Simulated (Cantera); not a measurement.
A Cantera script and its output.

```python
import numpy as np
import cantera as ct

gas = ct.Solution("gri30.yaml")
gas.TPX = 675, 220000, {'CH4': 1, 'C2H6': 1.2, 'C3H8': 0.59, 'O2': 10.1, 'N2': 39.2, 'CO2': 12}
flame = ct.FreeFlame(gas, width=0.023)
flame.set_refine_criteria(ratio=3, slope=0.08, curve=0.16)
flame.transport_model = "mixture-averaged"
flame.solve(loglevel=0, auto=True)
z, T = flame.grid, flame.T
thick = (T[-1] - T[0]) / np.gradient(T, z).max()
show = ['CH4', 'C2H6', 'C3H8', 'CH2CO', 'CH2', 'H2O']
print(f"laminar burning velocity  {flame.velocity[0] * 100:.3f} cm/s")
print(f"burnt temperature         {T[-1]:.1f} K")
print(f"thermal thickness         {thick * 1e3:.4f} mm")
print(f"grid points               {len(z)}")
z0 = z[flame.heat_release_rate.argmax()]
print(f"{'z/mm':>9s}{'T/K':>9s}{'u/(m/s)':>9s}" + "".join(f"{s:>11s}" for s in show))
rows = []
for k in (-3, -2, -1.5, -1, -0.5, -0.25, 0, 0.25, 0.5, 1, 2, 4, 8):
    zz = z0 + k * thick
    rows.append([k * thick, np.interp(zz, z, T), np.interp(zz, z, flame.velocity),
                 *(np.interp(zz, z, flame.X[gas.species_index(s)]) for s in show)])
    print(f"{rows[-1][0] * 1e3:9.3f}{rows[-1][1]:9.1f}{rows[-1][2]:9.3f}" + "".join(f"{x:11.3e}" for x in rows[-1][3:]))
```

Result:

```
laminar burning velocity  49.816 cm/s
burnt temperature         2032.7 K
thermal thickness         0.3028 mm
grid points               135
     z/mm      T/K  u/(m/s)        CH4       C2H6       C3H8      CH2CO        CH2        H2O
   -0.908    675.5    0.499  1.557e-02  1.871e-02  9.199e-03  5.718e-08  9.962e-22  2.056e-04
   -0.606    679.6    0.503  1.546e-02  1.865e-02  9.184e-03  8.451e-07  2.581e-19  1.366e-03
   -0.454    690.8    0.512  1.521e-02  1.852e-02  9.152e-03  3.982e-06  1.814e-17  3.863e-03
   -0.303    741.8    0.552  1.431e-02  1.779e-02  8.950e-03  2.645e-05  2.565e-14  1.264e-02
   -0.151    989.4    0.748  1.076e-02  1.262e-02  6.692e-03  2.308e-04  2.812e-09  4.340e-02
   -0.076   1272.9    0.975  6.953e-03  5.575e-03  2.728e-03  5.845e-04  5.528e-07  7.210e-02
    0.000   1583.0    1.223  2.049e-03  2.854e-04  6.858e-05  5.408e-04  1.212e-05  1.003e-01
    0.076   1718.6    1.324  1.163e-04  2.632e-07  1.257e-08  4.308e-05  2.232e-06  1.110e-01
    0.151   1776.4    1.363  3.459e-06  1.218e-10  1.233e-12  1.153e-06  7.100e-08  1.133e-01
    0.303   1844.4    1.409  6.196e-09  1.839e-15  1.378e-18  1.818e-09  1.387e-10  1.154e-01
    0.606   1910.4    1.453  2.499e-13  2.315e-21  3.397e-27  8.614e-14  8.019e-15  1.178e-01
    1.211   1963.3    1.487  6.114e-18 -2.450e-28  8.834e-38  7.281e-19  7.428e-18  1.198e-01
    2.422   1998.8    1.510  5.754e-19 -8.489e-29 -4.731e-41  1.286e-20  2.335e-19  1.210e-01
```

Model: GRI-Mech 3.0 (53 species, 325 reactions), integrated in Cantera. Burning velocities carry a grid error of a few per cent, more on coarse grids.
